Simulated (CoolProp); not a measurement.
Vapour pressure (MPa) of c-C4F8 (RC318): the reference equation beside estimates from Tc = 115.2 °C, pc = 2.778 MPa, ω = 0.355. Clausius-Clapeyron is anchored at -31.25 °C with a constant enthalpy of vaporisation of 25.10 kJ/mol.

Model: reference Helmholtz-energy equation of state, Platzer 1990, in CoolProp. This equation is an older, rougher fit; its heat capacities, sound speeds and derivatives of the liquid may be far off and weren't checked against measurements.

```tsv
T (°C)	reference	Lee-Kesler	Clausius-Clapeyron	van der Waals
-31.25	0.03114	0.03100	0.03114	0.2984
-26.55	0.03965	0.03950	0.03950	0.3321
-21.75	0.05018	0.05004	0.04990	0.3690
-17.05	0.06255	0.06242	0.06220	0.4076
-12.25	0.07756	0.07747	0.07726	0.4498
-7.55	0.09488	0.09484	0.09482	0.4939
-2.75	0.1156	0.1156	0.1160	0.5417
1.95	0.1391	0.1392	0.1404	0.5913
6.75	0.1668	0.1670	0.1695	0.6450
```

Absolute difference from the reference over all 9 rows, mean and median: Lee-Kesler 0.2 and 0.1 %, Clausius-Clapeyron 0.5 and 0.4 %, van der Waals 518.2 and 479.9 %.
